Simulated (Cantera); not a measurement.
Input (Python, Cantera) and output of one run.

```python
import numpy as np
import cantera as ct

gas_names = [...]  # 109 gases of nasa_gas.yaml made of C, Cl, H, Si
cond_names = """
    C(gr) C6H6(L) C7H8(L) C8H18(L),n-octa Si(cr) Si(L) SiC(b)
""".split()


# ... load() reads the species with a 1 bar reference pressure and builds the phases ...
atoms = {
    'SiH2Cl2': {'Si': 1, 'H': 2, 'CL': 2},
    'HCl': {'H': 1, 'CL': 1},
    'H2': {'H': 2},
    'C2H4': {'C': 2, 'H': 4},
}
top_T = {'C(gr)': 4500, 'SiC(b)': 3050}  # K; cautious upper limits of use, not melting points


# ... equilibrate(T, P, feed) seeds the gas with the atoms and calls Mixture.equilibrate('TP', solver="vcs", rtol=1e-11, max_steps=5000) ...
results = []
feed = {'SiH2Cl2': 1, 'HCl': 1.6, 'H2': 8, 'C2H4': 0.0058}  # mol
T = 1350  # K
for P in [100, 320, 1000, 3200, 10000, 32000, 100000]:
    mix = equilibrate(T, P, feed)
    results.append((T, P, feed, dict(zip(mix.species_names, mix.species_moles))))

top = {s: max(r[3][s] / sum(r[3][g] for g in gas_names) for r in results) for s in gas_names}
cols = sorted((s for s in top if top[s] > 0.0001), key=lambda s: -top[s])[:8]
seen = [c for c in cond_names if any(r[3].get(c, 0) > 1e-12 for r in results)]
print("log10 of partial pressures in bar; condensed amounts in mol")
print(f"{'P/Pa':>10s}" + "".join(f"{s[:9]:>10s}" for s in cols + seen))
for T, P, feed, n in results:
    ng = sum(n[g] for g in gas_names)
    print(f"{P:10.4g}" + "".join(f"{np.log10(max(n[s] / ng * P / 1e5, 1e-99)):10.3f}" for s in cols)
          + "".join(f"{n.get(c, 0):10.4g}" for c in seen))
```

Output:

```
log10 of partial pressures in bar; condensed amounts in mol
      P/Pa        H2       HCL     SiCL2     SiCL4    SiHCL3     SiCL3   SiH2CL2    Si(cr)    SiC(b)
       100    -3.111    -3.837    -4.114    -6.251    -6.768    -5.532    -8.120   0.05547    0.0116
       320    -2.604    -3.342    -3.630    -5.283    -5.788    -4.806    -7.128   0.06068    0.0116
      1000    -2.106    -2.866    -3.177    -4.376    -4.858    -4.125    -6.176   0.07144    0.0116
      3200    -1.594    -2.396    -2.750    -3.522    -3.962    -3.485    -5.238   0.08893   0.01159
     1e+04    -1.091    -1.958    -2.376    -2.775    -3.150    -2.924    -4.361    0.1058   0.01158
   3.2e+04    -0.576    -1.532    -2.039    -2.102    -2.387    -2.419    -3.510    0.1106   0.01155
     1e+05    -0.073    -1.134    -1.745    -1.514    -1.695    -1.978    -2.713   0.09632   0.01143
```

Method: chemical equilibrium by Gibbs-energy minimisation in Cantera with the NASA 1993 tables (ideal gas, pure condensed phases). Mutual solubility and eutectic melting of coexisting phases are not modelled. The tables' values for SiCl3 are old estimates; treat these amounts as uncertain.
